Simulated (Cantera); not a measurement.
An adiabatic, constant-pressure homogeneous reactor starts with CO : H2 : CH4 : O2 : N2 = 1 : 0.069 : 0.24 : 0.922 : 10.1 (molar parts), equivalence ratio 1.1, at 1475 K and 0.280 bar. Integrator tolerance rtol = 1e-08.

Detailed kinetics in Cantera: GRI-Mech 3.0 (53 species, 325 reactions).

Q: What does this change do: constant volume in place of constant pressure?

A: 
| quantity | before | after |
|---|---|---|
| time of steepest temperature rise | 2.06 ms | 2.02 ms |
| temperature at 4.00 s | 2308 K | 2437 K |
| equilibrium temperature | 2308 K | 2437 K |
| x(CO) at 4.00 s | 0.0262 (gas-phase equilibrium 0.0262) | 0.0327 (gas-phase equilibrium 0.0327) |
| x(H2) at 4.00 s | 0.00251 (gas-phase equilibrium 0.00251) | 0.00308 (gas-phase equilibrium 0.00308) |
| x(CH4) at 4.00 s | <1e-12 (gas-phase equilibrium <1e-12) | <1e-12 (gas-phase equilibrium <1e-12) |
| x(C2H2) at 4.00 s | <1e-12 (gas-phase equilibrium <1e-12) | <1e-12 (gas-phase equilibrium <1e-12) |
| x(C2H6) at 4.00 s | <1e-12 (gas-phase equilibrium <1e-12) | <1e-12 (gas-phase equilibrium <1e-12) |
| x(C2H) at 4.00 s | <1e-12 (gas-phase equilibrium <1e-12) | <1e-12 (gas-phase equilibrium <1e-12) |

Q: What does this change do: initial temperature 1475 to 1673 K?

A: 
```tsv
quantity	before	after
time of steepest temperature rise	2.06 ms	0.727 ms
temperature at 4.00 s	2308 K	2412 K
equilibrium temperature	2308 K	2412 K
x(CO) at 4.00 s	0.0262 (gas-phase equilibrium 0.0262)	0.0340 (gas-phase equilibrium 0.0340)
x(H2) at 4.00 s	0.00251 (gas-phase equilibrium 0.00251)	0.00327 (gas-phase equilibrium 0.00327)
x(CH4) at 4.00 s	<1e-12 (gas-phase equilibrium <1e-12)	<1e-12 (gas-phase equilibrium <1e-12)
x(C2H2) at 4.00 s	<1e-12 (gas-phase equilibrium <1e-12)	<1e-12 (gas-phase equilibrium <1e-12)
x(C2H6) at 4.00 s	<1e-12 (gas-phase equilibrium <1e-12)	<1e-12 (gas-phase equilibrium <1e-12)
x(C2H) at 4.00 s	<1e-12 (gas-phase equilibrium <1e-12)	<1e-12 (gas-phase equilibrium <1e-12)
```

Q: What does this change do: pressure from 0.280 bar to 1.30 bar?

A: 
```json
[
 {"quantity": "time of steepest temperature rise", "before": "2.06 ms", "after": "0.589 ms"},
 {"quantity": "temperature at 4.00 s", "before": "2308 K", "after": "2352 K"},
 {"quantity": "equilibrium temperature", "before": "2308 K", "after": "2352 K"},
 {"quantity": "x(CO) at 4.00 s", "before": "0.0262 (gas-phase equilibrium 0.0262)", "after": "0.0220 (gas-phase equilibrium 0.0220)"},
 {"quantity": "x(H2) at 4.00 s", "before": "0.00251 (gas-phase equilibrium 0.00251)", "after": "0.00200 (gas-phase equilibrium 0.00200)"},
 {"quantity": "x(CH4) at 4.00 s", "before": "<1e-12 (gas-phase equilibrium <1e-12)", "after": "<1e-12 (gas-phase equilibrium <1e-12)"},
 {"quantity": "x(C2H2) at 4.00 s", "before": "<1e-12 (gas-phase equilibrium <1e-12)", "after": "<1e-12 (gas-phase equilibrium <1e-12)"},
 {"quantity": "x(C2H6) at 4.00 s", "before": "<1e-12 (gas-phase equilibrium <1e-12)", "after": "<1e-12 (gas-phase equilibrium <1e-12)"},
 {"quantity": "x(C2H) at 4.00 s", "before": "<1e-12 (gas-phase equilibrium <1e-12)", "after": "<1e-12 (gas-phase equilibrium <1e-12)"}
]
```
